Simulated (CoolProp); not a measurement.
C3F8 (R218) at 406.11 K and 0.298 MPa flows at 15 m/s in a round tube of 6 mm bore and 15 µm roughness, fully developed (64/Re and Nu = 3.66 if laminar; Colebrook and Gnielinski if turbulent). Each further row changes one setting.

Model: reference Helmholtz-energy equation of state, Lemmon 2006, in CoolProp. It is a short technical equation, of lower accuracy than the large ones.

```json
[
 {"case": "as stated", "Reynolds number": "90400", "Darcy friction factor": "0.0265", "pressure drop (Pa/m)": "8410", "heat-transfer coefficient (W/(m² K))": "910", "mass flow (kg/h)": "25.9"},
 {"case": "velocity 30 m/s", "Reynolds number": "181000", "Darcy friction factor": "0.0257", "pressure drop (Pa/m)": "32700", "heat-transfer coefficient (W/(m² K))": "1770", "mass flow (kg/h)": "51.7"},
 {"case": "diameter 12 mm", "Reynolds number": "181000", "Darcy friction factor": "0.0221", "pressure drop (Pa/m)": "3510", "heat-transfer coefficient (W/(m² K))": "752", "mass flow (kg/h)": "103"}
]
```

Viscosity comes from a separate model (Huber 2003), an estimate that may be off by 10 % or more. Thermal conductivity comes from a separate model (Huber 2003), an estimate that may be off by 10 % or more.
